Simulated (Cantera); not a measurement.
Feed: 1 mol Si, 0.57 mol N2O, 35 mol N2, equilibrated at 1623 K and 0.133 bar.

Equilibrium computed with Cantera from the NASA thermochemical tables; the gas is ideal and each condensed phase is pure. Candidate condensed phases: Si, SiO2, Si2N2O, Si3N4; 16 gas species. Mutual solubility and eutectic melting of coexisting phases are not modelled. The tables hold silica as quartz up to 1696 K and as liquid above; real silica turns to tridymite and cristobalite and melts near 1996 K. Equilibrium is a limit: real reactors are often held back by kinetics, nucleation or transport.

Problem. What is the equilibrium state?

Solution. 
| Quantity | Result |
|---|---|
| x(N2) | 0.999 |
| x(SiO) | 0.000683 |
| n(SiO2(β-quartz)) | 0.0387 mol |
| n(Si2N2O(s)) | 0.469 mol |
| gas amount | 35.13 mol |
| log10 activity of Si(s) (absent) | -3.30 |
